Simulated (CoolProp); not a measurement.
Computed with CoolProp (reference Helmholtz-energy equation of state, de Reuck 1990).

Q: Give the vapour pressure (MPa), enthalpy of vaporisation (kJ/kg), vapour Z, surface tension (mN/m) of saturated fluorine at -156.45, -143.45, -140.15 °C.

A: 
```json
[
 {"T (°C)": "-156.45", "p (MPa)": "1.35", "enthalpy of vaporisation (kJ/kg)": "134", "vapour Z": "0.804", "surface tension (mN/m)": "5.33"},
 {"T (°C)": "-143.45", "p (MPa)": "2.71", "enthalpy of vaporisation (kJ/kg)": "105", "vapour Z": "0.676", "surface tension (mN/m)": "2.46"},
 {"T (°C)": "-140.15", "p (MPa)": "3.17", "enthalpy of vaporisation (kJ/kg)": "95.2", "vapour Z": "0.632", "surface tension (mN/m)": "1.81"}
]
```

Surface tension comes from a separate correlation (Mulero 2012).
